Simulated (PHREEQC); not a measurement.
**Leach liquor**

Consider water at 25 °C with 0.003 mol HCl, 8.1e-05 mol CuSO4, 0.00054 mol Fe2(SO4)3 and 0.0029 mol KNO3 per kg of water. Closed to the air; pH follows from the charge balance.

Computed with PHREEQC (ion-association model, phreeqc.dat).

```yaml
pH: 2.54
ionic_strength: 0.00970 mol/kgw
total_alkalinity: -5.16 meq/kg
```

```tsv
species	molality	activity	log γ
H+	0.00313	0.00286	-0.039
Cl-	0.00299	0.00270	-0.045
NO3-	0.00290	0.00261	-0.046
K+	0.00289	0.00260	-0.045
SO4-2	0.000897	0.000602	-0.173
FeSO4+	0.000580	0.000525	-0.043
FeOH+2	0.000267	0.000179	-0.173
HSO4-	0.000185	0.000167	-0.044
Fe+3	0.000178	7.95e-5	-0.350
Cu+2	7.44e-5	5.05e-5	-0.168
Fe(OH)2+	2.29e-5	2.07e-5	-0.043
KSO4-	1.21e-5	1.10e-5	-0.043
FeCl+2	9.65e-6	6.48e-6	-0.173
Fe(SO4)2-	7.64e-6	6.90e-6	-0.044
```

Precipitation was switched off in this run. Examples of supersaturated solids here: Jarosite-K, Hematite (slow to form). Others may be too.
